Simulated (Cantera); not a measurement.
A perfectly stirred reactor is fed with 25.6 % C2H6, 74.4 % N2, at 0.000780 atm; it is held at 1300 K, and followed from long to short residence time.

Model: GRI-Mech 3.0 (53 species, 325 reactions), integrated in Cantera. GRI-Mech 3.0 stops at C3 and has no aromatics, soot or wall deposition, so with more carbon than oxygen in the feed, carbon stays in small species such as C2H2 where larger ones or solid carbon would form. Radical loss at walls, strong at low pressure, is not modelled.

x: mole fraction; the columns are a selection and need not sum to one.

```tsv
τ (s)	x C2H6	x CH4	x CH2	x C2H2	x HCN
6.1	0.00843	0.0998	2.34e-7	0.0939	1.21e-8
2.1	0.0219	0.101	4.29e-7	0.0629	9.21e-9
0.74	0.0531	0.0861	7.15e-7	0.0332	6.84e-9
0.26	0.113	0.0528	9.53e-7	0.0119	4.57e-9
0.090	0.189	0.0190	8.55e-7	0.00210	2.61e-9
0.031	0.238	…	…	…	9.74e-10
0.011	0.253	0.000527	9.00e-8	2.50e-6	1.51e-10
0.0038	0.256	…	…	…	2.57e-12
0.0013	0.256	9.85e-6	1.08e-9	5.81e-11	<1e-12
```

Q: Complete the blanks.

A: 
- 0.031, x CH4: 0.00366
- 0.031, x CH2: 3.92e-7
- 0.031, x C2H2: 0.000122
- 0.0038, x CH4: 7.49e-5
- 0.0038, x CH2: 1.25e-8
- 0.0038, x C2H2: 1.51e-8
